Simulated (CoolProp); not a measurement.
Vapour-liquid equilibrium of propane (1) + n-perfluorobutane (2) at 0.259 MPa; x and y are mole fractions of (1).

Computed with CoolProp (multi-fluid Helmholtz-energy mixture model, Lemmon 2009 and Gao 2022; pair parameters Bell 2016).

```
x     bubble temperature, mixture model (K)  bubble temperature, Raoult's law (K)  y, mixture model  y, Raoult's law
----  -------------------------------------  ------------------------------------  ----------------  ---------------
0.05                                  285.9                                 293.3             0.327            0.162
0.15                                  270.8                                 286.6             0.641            0.406
0.25                                  263.2                                 280.8             0.754            0.574
0.35                                  259.6                                 275.8             0.800            0.694
0.45                                  257.9                                 271.4             0.823            0.782
0.55                                  257.0                                 267.6             0.836            0.847
0.65                                  256.4                                 264.2             0.848            0.897
0.75                                  255.7                                 261.2             0.866            0.936
0.85                                  255.1                                 258.4             0.895            0.966
0.95                                  254.7                                 255.9             0.952            0.990
```

The largest gap from Raoult's law is -17.6 K in bubble temperature, at x = 0.25. No azeotrope shows between x = 0.05 and 0.95.

Pair parameters are fitted to limited data, so mixtures are less certain than the pure fluids. With so large a gap from Raoult's law the liquid may split in two, which this calculation doesn't test in full.
